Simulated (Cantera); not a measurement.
# Roasting and sulfation: FeS2 + SO3 + O2

Charge: 1 mol FeS2, 2.4 mol SO3, 1.8 mol O2, held at 101000 Pa.

Equilibrium computed with Cantera from the NASA thermochemical tables; the gas is ideal and each condensed phase is pure. Candidate condensed phases: Fe, FeO, FeS, FeSO4, FeS2, Fe2O3, Fe2(SO4)3, Fe3O4, S; 12 gas species. Rates play no part.

```
T (K)  log p SO2  log p SO3  log p O2  log p SO  log p O  n Fe2O3(s)
-----  ---------  ---------  --------  --------  -------  ----------
1025       -0.04      -1.00     -2.17    -10.29   -10.57       0.500
1075       -0.04      -1.07     -1.86     -9.73    -9.81       0.500
1125       -0.03      -1.17     -1.65     -9.17    -9.16       0.500
1175       -0.03      -1.29     -1.52     -8.64    -8.60       0.500
1225       -0.03      -1.42     -1.44     -8.12    -8.09       0.500
1275       -0.02      -1.55     -1.38     -7.64    -7.64       0.500
1325       -0.02      -1.68     -1.35     -7.19    -7.23       0.500
1375       -0.02      -1.81     -1.33     -6.77    -6.86       0.500
```
log p: log10 of the partial pressure in bar; n: condensed amount in mol.

From 1025 K to 1375 K the condensed part is Fe2O3(s).
